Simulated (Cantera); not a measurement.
## Stirred combustor or abatement burner

A perfectly stirred reactor is fed with C2H6 : O2 : N2 : H2O = 1 : 7.61 : 67 : 1.5 (molar parts), at 640000 Pa; it is adiabatic with a 575 K inlet, and is followed from long to short residence time, starting on the burning branch (τ in s: 0.48, 0.22, 0.098, 0.044, 0.02, 0.0089, 0.004, 0.0018, 0.00082, 0.00037, 0.00017, 7.5e-05, 3.4e-05).

Computed with Cantera and GRI-Mech 3.0 (53 species, 325 reactions).

```tsv
τ (s)	T (K)	x C2H6	x O2	x H2O	x NO2	x CH2	x O
0.48	1096	7.30e-5	0.0554	0.0571	2.04e-9	2.58e-11	9.51e-8
0.22	1057	0.000171	0.0581	0.0559	2.48e-10	3.98e-11	8.25e-8
0.098	575	0.0130	0.0987	0.0195	<1e-12	<1e-12	<1e-12
0.044	575	0.0130	0.0987	0.0195	<1e-12	<1e-12	<1e-12
0.020	575	0.0130	0.0987	0.0195	<1e-12	<1e-12	<1e-12
0.0089	575	0.0130	0.0987	0.0195	<1e-12	<1e-12	<1e-12
0.0040	575	0.0130	0.0987	0.0195	<1e-12	<1e-12	<1e-12
0.0018	575	0.0130	0.0987	0.0195	<1e-12	<1e-12	<1e-12
0.00082	575	0.0130	0.0987	0.0195	<1e-12	<1e-12	<1e-12
0.00037	575	0.0130	0.0987	0.0195	<1e-12	<1e-12	<1e-12
0.00017	575	0.0130	0.0987	0.0195	<1e-12	<1e-12	<1e-12
7.5e-5	575	0.0130	0.0987	0.0195	<1e-12	<1e-12	<1e-12
3.4e-5	575	0.0130	0.0987	0.0195	<1e-12	<1e-12	<1e-12
```
x: mole fraction; the columns are a selection and need not sum to one.
